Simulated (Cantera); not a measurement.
# Ta₂O₅ + CO (carbothermic reduction)

A closed system holds: 1 mol Ta₂O₅, 1.5 mol CO, held at 10.0 mbar.

These are equilibrium values from Cantera (NASA tables, ideal gas, pure condensed phases), not measurements of a reactor. Candidate condensed phases: C, Ta, TaC, Ta₂O₅; 15 gas species. Mutual solubility and eutectic melting of coexisting phases are not modelled. TaC: taken at fixed stoichiometry. Condensed phases not in the tables: Ta₂C. Equilibrium is a limit: real reactors are often held back by kinetics, nucleation or transport.

| T (K) | log p CO | log p CO₂ | log p TaO₂ | log p O | log p TaO | log p O₂ | n C(graphite) | n Ta₂O₅(s) | n TaC(s) | n Ta₂O₅(l) |
|---|---|---|---|---|---|---|---|---|---|---|
| 800 | -2.21 | -2.42 | <-14 | <-14 | <-14 | <-14 | 0.413 | 1.00 | 0 | 0 |
| 1000 | -2.00 | -4.25 | <-14 | <-14 | <-14 | <-14 | 0.00837 | 1.00 | 0 | 0 |
| 1200 | -2.00 | -5.24 | <-14 | <-14 | <-14 | <-14 | 0 | 1.000 | 0.000247 | 0 |
| 1400 | -2.00 | -5.25 | -13.30 | <-14 | <-14 | <-14 | 0 | 1.000 | 0.000241 | 0 |
| 1600 | -2.00 | -5.26 | -10.25 | -12.80 | -11.86 | <-14 | 0 | 1.000 | 0.000237 | 0 |
| 1800 | -2.00 | -5.26 | -7.91 | -10.86 | -9.09 | -13.90 | 0 | 1.000 | 0.000234 | 0 |
| 2000 | -2.00 | -5.27 | -6.05 | -9.32 | -6.90 | -12.29 | 0 | 1.000 | 0.000205 | 0 |
| 2200 | -2.00 | -4.95 | -4.79 | -7.74 | -5.68 | -10.34 | 0 | 0 | 0 | 0.999 |
| 2400 | -2.01 | -4.27 | -4.02 | -6.00 | -5.36 | -7.88 | 0 | 0 | 0 | 0.992 |
| 2600 | -2.03 | -3.72 | -3.38 | -4.54 | -5.09 | -5.82 | 0 | 0 | 0 | 0.967 |
log p: log10 of the partial pressure in bar; n: condensed amount in mol.

From 800 K to 1000 K the condensed part is C(graphite) + Ta₂O₅(s). From 1200 K to 2000 K the condensed part is TaC(s) + Ta₂O₅(s). From 2200 K to 2600 K the condensed part is Ta₂O₅(l).
